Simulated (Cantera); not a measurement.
Feed: 1 mol Ti, 13 mol H2, at 1925 K and 10.0 mbar.

Method: chemical equilibrium by Gibbs-energy minimisation in Cantera with the NASA 1993 tables (ideal gas, pure condensed phases). Candidate condensed phases: Ti; 3 gas species. The numbers say what is thermodynamically allowed, not how fast it happens.

Base state: H2 0.990, H 0.00951, Ti 0.000352 (mole fractions); condensed: Ti(β).

**Question.** What changes in the equilibrium state with this change: pressure from 10.0 mbar to 5.20 mbar?

**Answer.** 
```json
[
 {"species": "H2", "before": "0.990", "after": "0.986"},
 {"species": "H", "before": "0.00951", "after": "0.0132"},
 {"species": "Ti", "before": "0.000352", "after": "0.000678"},
 {"species": "Ti(β), mol", "before": "0.995", "after": "0.991"}
]
```

**Question.** What changes in the equilibrium state with this change: temperature from 1925 K to 1223 K?

**Answer.** 
```json
[
 {"species": "H2", "before": "0.990", "after": "1.000"},
 {"species": "H", "before": "0.00951", "after": "3.01e-6"},
 {"species": "Ti", "before": "0.000352", "after": "<1e-9"},
 {"species": "Ti(β), mol", "before": "0.995", "after": "1.00"}
]
```

**Question.** What changes in the equilibrium state with this change: pressure from 10.0 mbar to 1.33 mbar?

**Answer.** 
```json
[
 {"species": "H2", "before": "0.990", "after": "0.972"},
 {"species": "H", "before": "0.00951", "after": "0.0258"},
 {"species": "Ti", "before": "0.000352", "after": "0.00264"},
 {"species": "Ti(β), mol", "before": "0.995", "after": "0.965"}
]
```
